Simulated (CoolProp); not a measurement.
A Linde-Hampson liquefier for dry air: isothermal reversible compression at 200 K from 1 atm to 15 MPa, throttling to 1 atm, return gas leaving the recuperator 2 K below the feed. Each further row changes one setting.

Computed with CoolProp (reference Helmholtz-energy equation of state, Lemmon 2000). It is a pseudo-pure fit of the blend.

```
case                        liquid yield per pass  compression work (kJ/kg of gas)
--------------------------  ---------------------  -------------------------------
as stated                              (withheld)                              270
high pressure 30 MPa                   (withheld)                              305
warm-end temperature 230 K                  0.139                       (withheld)
warm-end gap 7 K                            0.199                              270
```

### Question
Some entries are withheld; supply them.

### Answer

- as stated, liquid yield per pass: 0.212
- high pressure 30 MPa, liquid yield per pass: 0.274
- warm-end temperature 230 K, compression work (kJ/kg of gas): 320
